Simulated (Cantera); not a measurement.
**Thermodynamics of hydrogen reduction and annealing atmospheres, feed V2O3 + H2 + H2O**

A closed system holds: 1 mol V2O3, a varied amount of H2, 0.12 mol H2O, at 0.100 bar.

Equilibrium computed with Cantera from the NASA thermochemical tables; the gas is ideal and each condensed phase is pure. Candidate condensed phases: H2O, V, VO, V2O3, V2O4, V2O5; 12 gas species. Mutual solubility and eutectic melting of coexisting phases are not modelled. VO: taken at fixed stoichiometry. Condensed phases not in the tables: the oxides between V2O3 and V2O5 other than VO2. Rates play no part.

**Question.** Map the stable condensed phases over T = 725, 800, 875, 950, 1025, 1100, 1175, 1250, 1325, 1400, 1475, 1550 K and n(H2) in mol = 0.6, 1.2, 2.4, 4.9, 9.9, 20, 40, 81, 160, 330.

**Answer.** 
```
T in K \ n(H2) in mol
         0.6 1.2 2.4 4.9 9.9  20  40  81 160 330
   1550    A   A   A   A   A   A   B   B   B   C
   1475    A   A   A   A   A   A   B   B   B   B
   1400    A   A   A   A   A   A   A   B   B   B
   1325    A   A   A   A   A   A   A   A   B   B
   1250    A   A   A   A   A   A   A   A   A   B
   1175    A   A   A   A   A   A   A   A   A   A
   1100    A   A   A   A   A   A   A   A   A   A
   1025    A   A   A   A   A   A   A   A   A   A
    950    A   A   A   A   A   A   A   A   A   A
    875    A   A   A   A   A   A   A   A   A   A
    800    A   A   A   A   A   A   A   A   A   A
    725    A   A   A   A   A   A   A   A   A   A
```
A: V2O3; B: VO + V2O3; C: VO.
